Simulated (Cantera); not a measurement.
A closed system holds: 1 mol SiCl4, 0.018 mol C2H4, 62 mol H2, at 2123.15 K and 0.133 bar.

Method: chemical equilibrium by Gibbs-energy minimisation in Cantera with the NASA 1993 tables (ideal gas, pure condensed phases). Candidate condensed phases: C, C6H6, C7H8, C8H18, Si, SiC; 109 gas species. Mutual solubility and eutectic melting of coexisting phases are not modelled. The tables' values for SiCl, SiCl3 are old estimates; treat these amounts as uncertain. Gases not in the tables: Si2H6 and higher silanes. The numbers say what is thermodynamically allowed, not how fast it happens.

Base state: H2 0.932, HCl 0.0500, H 0.00950, SiCl2 0.00560, Si 0.00128, SiCl 0.000410, Cl 0.000374, SiH 0.000233 (mole fractions); condensed: Si(l) + SiC(s).

What changes in the equilibrium state with this change: pressure from 0.133 bar to 0.310 bar?


| species | before | after |
|---|---|---|
| H2 | 0.932 | 0.936 |
| HCl | 0.0500 | 0.0503 |
| H | 0.00950 | 0.00624 |
| Si | 0.00128 | 0.000549 |
| SiCl2 | 0.00560 | 0.00565 |
| Si2C | 5.70e-5 | 2.45e-5 |
| Si2 | 1.75e-5 | 7.52e-6 |
| SiCl3 | 1.62e-5 | 2.50e-5 |
| SiH | 0.000233 | 0.000153 |
| Si(l), mol | 0.461 | 0.523 |
| SiC(s), mol | 0.0306 | 0.0325 |
